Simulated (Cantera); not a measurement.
Cantera run:

```python
import numpy as np
import cantera as ct

gas_names = """
    AL ALCL ALCL2 ALCL3 ALH ALN AL2 AL2CL6 CL CL2 H HCL H2 N NH NH2 NH3 N2 N2H2 N2H4
""".split()
cond_names = """
    AL(cr) AL(L) ALCL3(s) ALCL3(L) ALN(s) NH4CL(a) NH4CL(b)
""".split()


# ... load() reads the species with a 1 bar reference pressure and builds the phases ...
atoms = {
    'AlCl3': {'AL': 1, 'CL': 3},
    'NH3': {'N': 1, 'H': 3},
    'N2': {'N': 2},
}
top_T = {'ALN(s)': 2750}  # K; cautious upper limits of use, not melting points


# ... equilibrate(T, P, feed) seeds the gas with the atoms and calls Mixture.equilibrate('TP', solver="vcs", rtol=1e-11, max_steps=5000) ...
results = []
feed = {'AlCl3': 1, 'NH3': 110, 'N2': 17}  # mol
P = 4400  # Pa
for T in [650, 800, 950, 1100, 1250, 1400, 1550, 1700, 1850, 2000, 2150]:
    mix = equilibrate(T, P, feed)
    results.append((T, P, feed, dict(zip(mix.species_names, mix.species_moles))))

top = {s: max(r[3][s] / sum(r[3][g] for g in gas_names) for r in results) for s in gas_names}
cols = sorted((s for s in top if top[s] > 1e-05), key=lambda s: -top[s])[:6]
seen = [c for c in cond_names if any(r[3].get(c, 0) > 1e-12 for r in results)]
print("log10 of partial pressures in bar; condensed amounts in mol")
print(f"{'T/K':>10s}" + "".join(f"{s[:9]:>10s}" for s in cols + seen))
for T, P, feed, n in results:
    ng = sum(n[g] for g in gas_names)
    print(f"{T:10.4g}" + "".join(f"{np.log10(max(n[s] / ng * P / 1e5, 1e-99)):10.3f}" for s in cols)
          + "".join(f"{n.get(c, 0):10.4g}" for c in seen))
```

Output:

```
log10 of partial pressures in bar; condensed amounts in mol
       T/K        H2        N2         H       HCL      ALCL       NH3    ALN(s)
       650    -1.520    -1.879   -15.622    -3.259   -20.889    -4.947    0.9936
       800    -1.520    -1.879   -12.298    -3.260   -15.508    -5.743    0.9898
       950    -1.520    -1.879   -10.014    -3.262   -11.841    -6.302    0.9859
      1100    -1.520    -1.879    -8.347    -3.264    -9.187    -6.717    0.9821
      1250    -1.520    -1.879    -7.075    -3.266    -7.180    -7.035    0.9779
      1400    -1.520    -1.879    -6.073    -3.270    -5.615    -7.287     0.958
      1550    -1.520    -1.878    -5.262    -3.308    -4.393    -7.490    0.7343
      1700    -1.520    -1.878    -4.592    -3.444    -3.753    -7.658         0
      1850    -1.521    -1.878    -4.029    -3.439    -3.745    -7.800         0
      2000    -1.524    -1.879    -3.551    -3.437    -3.747    -7.922         0
      2150    -1.529    -1.881    -3.139    -3.436    -3.762    -8.032         0
```

Method: chemical equilibrium by Gibbs-energy minimisation in Cantera with the NASA 1993 tables (ideal gas, pure condensed phases). The tables' values for AlCl2 are old estimates; treat these amounts as uncertain.
